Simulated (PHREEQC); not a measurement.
Solution (25 °C): 55 mmol/kgw H2SO4, 170 mmol/kgw K2SO4 and 0.46 mmol/kgw KH2PO4. Closed to the air; pH follows from the charge balance.

All values are PHREEQC results (ion-association model, wateq4f.dat), not measurements.

```csv
quantity,before,after
pH,1.62,2.36
ionic strength (mol/kgw),0.431,0.413
K+ (mol/kgw),0.297,0.291
SO4-2 (mol/kgw),0.103,0.116
KSO4- (mol/kgw),0.0437,0.0491
```

**Question.** What was changed between the two runs?
(A) KH2PO4 replaced by KHCO3 at the same molality
(B) 0.052 mol/kgw NiSO4 added
(C) H2SO4 from 0.055 to 0.011 mol/kgw
(D) H2SO4 replaced by NaHSO4 at the same molality
(E) diluted 2-fold with water

**Answer.** C, H2SO4 from 0.055 to 0.011 mol/kgw

This is a speciation only: nothing precipitates in the calculation. H3PO4, which wateq4f.dat lacks, is added to it with the constant of phreeqc.dat.
